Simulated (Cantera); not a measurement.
Mixture: 5.17 % C3H8, 19.9 % O2, 74.9 % N2, at 1.00 bar, adiabatic and at constant volume. Ignition delay is the time to a rise of 400 K.

Computed with Cantera and GRI-Mech 3.0 (53 species, 325 reactions). GRI-Mech 3.0 was tuned for natural gas; its chemistry of propane as a main component is partial and can be far from experiment.

**Question.** At T0 = 1325 K, what is the delay, and which 6 reactions control it most (d ln τ / d ln k, from doubling and halving each rate constant)?

**Answer.** The delay is 0.618 ms.
```csv
reaction,d ln τ / d ln k,faster rate
C2H5 + CH3 (+M) <=> C3H8 (+M),-0.61,shortens it
C3H8 + H <=> C3H7 + H2,0.27,lengthens it
2 CH3 (+M) <=> C2H6 (+M),0.25,lengthens it
CH3 + HO2 <=> CH3O + OH,-0.24,shortens it
H + O2 <=> O + OH,-0.23,shortens it
C3H8 + OH <=> C3H7 + H2O,0.22,lengthens it
```
